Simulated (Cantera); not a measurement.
A Cantera script and what it prints.

```python
import numpy as np
import cantera as ct

gas_names = """
    Fe FeO Fe(OH)2 H HNO HNO2 HNO3 HO2 H2 H2O H2O2 N NH NH2 NH3 NH2OH NO NO2 NO3 N2 N2H2 N2H4 N2O O OH
    O2 O3
""".split()
cond_names = """
    Fe(a) Fe(c) Fe(d) Fe(L) FeO(s) FeO(L) Fe(OH)2(s) Fe(OH)3(s) Fe2O3(s) Fe3O4(s) H2O(s) H2O(L)
""".split()


def load(file, names, dense=False):
    # The tables refer to 1 bar. Condensed volumes are neglected.
    table = {s.name: s for s in ct.Species.list_from_file(file)}
    out = []
    for n in names:
        d = dict(table[n].input_data)
        d["thermo"] = dict(d["thermo"], **{"reference-pressure": 1e5})
        if dense:
            d["equation-of-state"] = {"model": "constant-volume", "density": "1e6 g/cm^3"}
        out.append(ct.Species.from_dict(d))
    return out


gas = ct.Solution(thermo="ideal-gas", species=load("nasa_gas.yaml", gas_names))
cond = {s.name: ct.Solution(thermo="fixed-stoichiometry", species=[s], name=s.name)
        for s in load("nasa_condensed.yaml", cond_names, dense=True)}
atoms = {
    'Fe2O3': {'Fe': 2, 'O': 3},
    'H2': {'H': 2},
    'N2': {'N': 2},
}
top_T = {'Fe2O3(s)': 1830, 'Fe3O4(s)': 1870}  # K; cautious upper limits of use, not melting points


def equilibrate(T, P, feed):
    n = {}
    for name, mol in feed.items():
        for a, k in atoms[name].items():
            n[a] = n.get(a, 0.0) + k * mol
    gas.TPX = T, P, n
    mass = sum(n.values()) * gas.mean_molecular_weight
    gas.equilibrate("TP")
    valid = [c for c in cond.values() if c.min_temp <= T <= top_T.get(c.name, c.max_temp)]
    mix = ct.Mixture([(gas, mass / gas.mean_molecular_weight)] + [(c, 0.0) for c in valid])
    mix.T, mix.P = T, P
    mix.equilibrate("TP", solver="vcs", rtol=1e-11, max_steps=5000)
    return mix


results = []
feed = {'Fe2O3': 1, 'H2': 1.3, 'N2': 23}  # mol
T = 2000  # K
for P in [10, 68, 460, 3200, 22000, 150000, 1000000]:
    mix = equilibrate(T, P, feed)
    results.append((T, P, feed, dict(zip(mix.species_names, mix.species_moles))))

top = {s: max(r[3][s] / sum(r[3][g] for g in gas_names) for r in results) for s in gas_names}
cols = sorted((s for s in top if top[s] > 0.001), key=lambda s: -top[s])[:6]
seen = [c for c in cond_names if any(r[3].get(c, 0) > 1e-12 for r in results)]
print("log10 of partial pressures in bar; condensed amounts in mol")
print(f"{'P/Pa':>10s}" + "".join(f"{s[:9]:>10s}" for s in cols + seen))
for T, P, feed, n in results:
    ng = sum(n[g] for g in gas_names)
    print(f"{P:10.4g}" + "".join(f"{np.log10(max(n[s] / ng * P / 1e5, 1e-99)):10.3f}" for s in cols)
          + "".join(f"{n.get(c, 0):10.4g}" for c in seen))
```

Result:

```
log10 of partial pressures in bar; condensed amounts in mol
      P/Pa        N2        Fe       H2O        O2         H        H2    FeO(L)
        10    -4.080    -5.185    -5.498    -5.603    -5.907    -6.236         0
        68    -3.214    -4.704    -4.545    -5.205    -5.530    -5.483     1.127
       460    -2.366    -4.537    -3.695    -5.539    -5.022    -4.465     1.826
      3200    -1.520    -4.353    -2.873    -5.907    -4.518    -3.459     1.963
   2.2e+04    -0.682    -4.301    -2.043    -6.012    -4.077    -2.577     1.994
   1.5e+05     0.152    -4.291    -1.210    -6.030    -3.656    -1.735     1.999
     1e+06     0.976    -4.290    -0.386    -6.033    -3.243    -0.909     1.999
```

Cantera equilibrium calculation (NASA polynomials, part measured and part estimated; ideal gas, pure solids and liquids). The tables' stoichiometric FeO is somewhat more stable than real wüstite, so its field is too wide. FeO: taken at fixed stoichiometry.
